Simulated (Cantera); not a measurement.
A freely propagating, adiabatic, planar premixed flame of CH₄ : O₂ : N₂ = 1 : 2.94 : 11.1 (molar parts), unburnt at 573 K and 1000000 Pa; mixture-averaged transport, grid criteria slope 0.08 and curve 0.16, no radiation.

Detailed kinetics in Cantera: GRI-Mech 3.0 (53 species, 325 reactions). Burning velocities carry a grid error of a few per cent, more on coarse grids.

Problem. What does this change do: 1 parts H2O added?

Solution. 
```
quantity                     before      after
------------------------  ---------  ---------
laminar burning velocity  24.1 cm/s  16.6 cm/s
thermal thickness          0.108 mm   0.150 mm
peak x(CH₂CO)              0.000127   0.000124
peak x(C₂H₆)               0.000352   0.000302
```

Problem. What does this change do: O2 2.94 to 2.3 parts?

Solution. 
| quantity | before | after |
|---|---|---|
| laminar burning velocity | 24.1 cm/s | 21.7 cm/s |
| thermal thickness | 0.108 mm | 0.121 mm |
| peak x(CH₂CO) | 0.000127 | 0.000146 |
| peak x(C₂H₆) | 0.000352 | 0.000449 |
